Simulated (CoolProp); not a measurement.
Saturation properties of o-xylene (Tc = 630.3 K, pc = 3737 kPa, ω = 0.312).

The numbers come from the reference Helmholtz-energy equation of state, Zhou 2012 in CoolProp.

```json
[
 {"T (K)": "380.3", "p (kPa)": "33.73", "liquid density (kg/m³)": "(withheld)", "vapour density (kg/m³)": "1.159", "liquid conductivity (mW/(m K))": "110"},
 {"T (K)": "387", "p (kPa)": "41.88", "liquid density (kg/m³)": "798.3", "vapour density (kg/m³)": "1.419", "liquid conductivity (mW/(m K))": "108"},
 {"T (K)": "393.7", "p (kPa)": "51.55", "liquid density (kg/m³)": "792.1", "vapour density (kg/m³)": "1.724", "liquid conductivity (mW/(m K))": "106"},
 {"T (K)": "400.4", "p (kPa)": "62.94", "liquid density (kg/m³)": "785.8", "vapour density (kg/m³)": "(withheld)", "liquid conductivity (mW/(m K))": "105"},
 {"T (K)": "407.1", "p (kPa)": "76.26", "liquid density (kg/m³)": "779.5", "vapour density (kg/m³)": "(withheld)", "liquid conductivity (mW/(m K))": "103"},
 {"T (K)": "413.7", "p (kPa)": "91.48", "liquid density (kg/m³)": "773.2", "vapour density (kg/m³)": "(withheld)", "liquid conductivity (mW/(m K))": "102"},
 {"T (K)": "420.4", "p (kPa)": "109.3", "liquid density (kg/m³)": "766.7", "vapour density (kg/m³)": "3.494", "liquid conductivity (mW/(m K))": "100"},
 {"T (K)": "427.1", "p (kPa)": "129.7", "liquid density (kg/m³)": "760.1", "vapour density (kg/m³)": "4.109", "liquid conductivity (mW/(m K))": "98.5"},
 {"T (K)": "433.8", "p (kPa)": "(withheld)", "liquid density (kg/m³)": "753.4", "vapour density (kg/m³)": "4.805", "liquid conductivity (mW/(m K))": "96.9"},
 {"T (K)": "440.5", "p (kPa)": "179.4", "liquid density (kg/m³)": "746.6", "vapour density (kg/m³)": "5.590", "liquid conductivity (mW/(m K))": "95.5"},
 {"T (K)": "447.2", "p (kPa)": "209.3", "liquid density (kg/m³)": "739.7", "vapour density (kg/m³)": "(withheld)", "liquid conductivity (mW/(m K))": "94.0"},
 {"T (K)": "453.9", "p (kPa)": "242.8", "liquid density (kg/m³)": "732.7", "vapour density (kg/m³)": "(withheld)", "liquid conductivity (mW/(m K))": "92.6"}
]
```

Some entries are withheld; supply them.


- 380.3, liquid density (kg/m³): 804.4
- 400.4, vapour density (kg/m³): 2.079
- 407.1, vapour density (kg/m³): 2.490
- 413.7, vapour density (kg/m³): 2.955
- 433.8, p (kPa): 153.0
- 447.2, vapour density (kg/m³): 6.474
- 453.9, vapour density (kg/m³): 7.465

It boils at 417.5 K under 1 atm.

Thermal conductivity comes from a separate model (Mylona 2014).
